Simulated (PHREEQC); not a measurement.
0.078 g of hydrous ferric oxide (600 m²/g; 0.2 weak and 0.005 strong sites per Fe, Dzombak-Morel constants, diffuse double layer) in 1 kg of water with 0.3 mol/kgw of an inert sodium salt and 2.9e-05 mol ZnSO4, at 25 °C; the pH is set by adding NaOH or the inert anion's acid. O2 is buffered at 0.21 atm. The system is closed to CO2. Nothing may precipitate in this run.

Computed with PHREEQC (ion-association model, wateq4f.dat).

| pH | S sorbed (%) | Zn sorbed (%) | surface charge σ (C/m²) | surface potential ψ (mV) |
|---|---|---|---|---|
| 4 | 43.6 | 0.0 | 0.301 | 116 |
| 4.38 | 40.2 | 0.0 | ___ | 113 |
| 4.75 | 34.6 | 0.2 | 0.264 | 109 |
| 5.12 | 26.7 | ___ | 0.234 | 103 |
| 5.5 | 17.7 | 3.1 | 0.199 | 95 |
| 5.88 | 9.9 | ___ | 0.162 | 85 |
| 6.25 | 4.7 | 14.8 | 0.129 | 74 |
| 6.62 | 2.0 | 23.9 | 0.099 | 62 |
| 7 | 0.8 | 43.6 | 0.074 | 50 |
| 7.38 | 0.3 | 70.4 | ___ | 39 |
| 7.75 | 0.1 | 88.7 | 0.036 | 27 |
| 8.12 | 0.0 | 96.5 | 0.017 | 14 |
| 8.5 | 0.0 | 98.9 | -0.002 | -2 |
| 8.88 | 0.0 | 99.4 | -0.023 | -18 |
| 9.25 | 0.0 | 99.4 | -0.044 | -33 |
| 9.62 | 0.0 | 99.2 | -0.068 | ___ |
| 10 | 0.0 | 98.7 | -0.097 | -62 |

Q: Fill in the missing entries.

A: 
- 4.38, surface charge σ (C/m²): 0.287
- 5.12, Zn sorbed (%): 0.8
- 5.88, Zn sorbed (%): 8.4
- 7.38, surface charge σ (C/m²): 0.054
- 9.62, surface potential ψ (mV): -48
